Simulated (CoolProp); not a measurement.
Vapour-liquid equilibrium of CH2F2 (R32) (1) + methanol (2) at 293.9 K; x and y are mole fractions of (1).

Model: multi-fluid Helmholtz-energy mixture model, Tillner-Roth 1997 and de Reuck 1993; pair parameters Bell 2016, in CoolProp.

```
x      bubble pressure (bar)  y at the bubble point  dew pressure at overall composition x (bar)  liquid density (mol/L)
-----  ---------------------  ---------------------  -------------------------------------------  ----------------------
0.05                   2.354                  0.942                                       0.1429                   24.53
0.125                  5.125                  0.973                                       0.1550                   24.31
0.2                    7.243                  0.980                                       0.1694                   24.06
0.275                  8.774                  0.984                                       0.1868                   23.77
0.35                   9.827                  0.985                                       0.2082                   23.46
0.425                  10.53                  0.987                                       0.2353                   23.10
0.5                    11.00                  0.987                                       0.2706                   22.71
0.575                  11.34                  0.988                                       0.3184                   22.28
0.65                   11.67                  0.988                                       0.3867                   21.81
0.725                  12.05                  0.989                                       0.4924                   21.28
0.8                    12.55                  0.991                                       0.6779                   20.70
0.875                  13.24                  0.993                                        1.088                   20.06
0.95                   14.21                  0.996                                        2.757                   19.34
```

No azeotrope shows between x = 0.05 and 0.95.

The pair parameters rest on a limited set of measurements; away from them the model extrapolates. The gap from Raoult's law changes sign with composition, which may be real or a fault of the pair parameters; it wasn't checked against measurements. With so large a gap from Raoult's law the liquid may split in two, which this calculation doesn't test in full.
